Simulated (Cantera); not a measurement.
**SiO2 + MgO + O2 (silicates and aluminates)**

A closed system holds: 1 mol SiO2, 0.52 mol MgO, 1.7 mol O2, held at 100000 Pa.

These are equilibrium values from Cantera (NASA tables, ideal gas, pure condensed phases), not measurements of a reactor. Candidate condensed phases: Mg, MgO, MgSiO3, Mg2SiO4, Si, SiO2; 11 gas species. Condensed phases not in the tables: alloys, solid solutions and most ternary compounds. The numbers say what is thermodynamically allowed, not how fast it happens.

```csv
T (K),x O2,n MgSiO3(s),n SiO2(α-quartz),n SiO2(β-quartz)
750,1.00,0.520,0.480,0
775,1.00,0.520,0.480,0
800,1.00,0.520,0.480,0
825,1.00,0.520,0.480,0
850,1.00,0.520,0,0.480
875,1.00,0.520,0,0.480
900,1.00,0.520,0,0.480
925,1.00,0.520,0,0.480
950,1.00,0.520,0,0.480
975,1.00,0.520,0,0.480
```
x: gas mole fraction; n: condensed amount in mol.

From 750 K to 825 K the condensed part is MgSiO3(s) + SiO2(α-quartz). From 850 K to 975 K the condensed part is MgSiO3(s) + SiO2(β-quartz).
